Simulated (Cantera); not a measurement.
Cantera run, input and output.

```python
import numpy as np
import cantera as ct

gas = ct.Solution("gri30.yaml")
gas.TPX = 500, 980000, {'CH4': 1, 'O2': 1.43, 'N2': 5.37}
inlet = ct.Reservoir(gas, clone=True)
gas.equilibrate("HP")  # start burning
reactor = ct.IdealGasConstPressureReactor(gas, energy="on", clone=False)
exhaust = ct.Reservoir(gas, clone=True)
tau = [0.034, 0.021, 0.012, 0.0075, 0.0045, 0.0027, 0.0016, 0.00099, 0.0006, 0.00036, 0.00022, 0.00013, 7.9e-05][0]
for a, b in ((inlet, reactor), (reactor, exhaust)):
    ct.MassFlowController(a, b, mdot=lambda t: reactor.mass / tau)
net = ct.ReactorNet([reactor])
show = ['CH4', 'O2', 'CO', 'C2H', 'CO2', 'NO']

rows = []
print(f"{'tau/s':>10s}{'T/K':>9s}" + "".join(f"{s:>11s}" for s in show))
for tau in [0.034, 0.021, 0.012, 0.0075, 0.0045, 0.0027, 0.0016, 0.00099, 0.0006, 0.00036, 0.00022, 0.00013, 7.9e-05]:
    net.initial_time = 0.0
    net.advance(30 * tau)
    before = gas.X
    net.advance(40 * tau)
    drift = np.max(np.abs(gas.X - before) / (gas.X + 1e-9))
    rows.append([gas.T, *gas[show].X, drift])
    print(f"{tau:10.3e}{gas.T:9.1f}" + "".join(f"{x:11.3e}" for x in gas[show].X))
```

It prints:

```
     tau/s      T/K        CH4         O2         CO        C2H        CO2         NO
 3.400e-02   2126.3  4.601e-04  8.677e-05  7.463e-02  7.806e-09  4.430e-02  6.168e-05
 2.100e-02   2126.8  6.715e-04  1.371e-04  7.421e-02  1.660e-08  4.444e-02  6.686e-05
 1.200e-02   2127.6  1.004e-03  2.319e-04  7.348e-02  3.676e-08  4.465e-02  6.952e-05
 7.500e-03   2128.1  1.360e-03  3.585e-04  7.263e-02  6.642e-08  4.487e-02  6.845e-05
 4.500e-03   2128.3  1.825e-03  5.713e-04  7.148e-02  1.164e-07  4.513e-02  6.415e-05
 2.700e-03   2127.5  2.365e-03  9.031e-04  7.016e-02  1.881e-07  4.536e-02  5.755e-05
 1.600e-03   2124.6  2.997e-03  1.432e-03  6.873e-02  2.840e-07  4.546e-02  4.946e-05
 9.900e-04   2119.2  3.657e-03  2.174e-03  6.750e-02  3.882e-07  4.533e-02  4.144e-05
 6.000e-04   2109.0  4.464e-03  3.357e-03  6.641e-02  5.038e-07  4.481e-02  3.273e-05
 3.600e-04   2090.8  5.515e-03  5.280e-03  6.564e-02  6.082e-07  4.364e-02  2.352e-05
 2.200e-04   2059.3  7.019e-03  8.468e-03  6.533e-02  6.548e-07  4.146e-02  1.435e-05
 1.300e-04   1977.4  1.071e-02  1.673e-02  6.553e-02  5.013e-07  3.598e-02  4.328e-06
 7.900e-05    500.0  1.282e-01  1.833e-01  1.067e-15  5.368e-45  5.371e-16  9.276e-21
```

Cantera simulation using GRI-Mech 3.0 (53 species, 325 reactions); the numbers are that mechanism's predictions, not measurements.
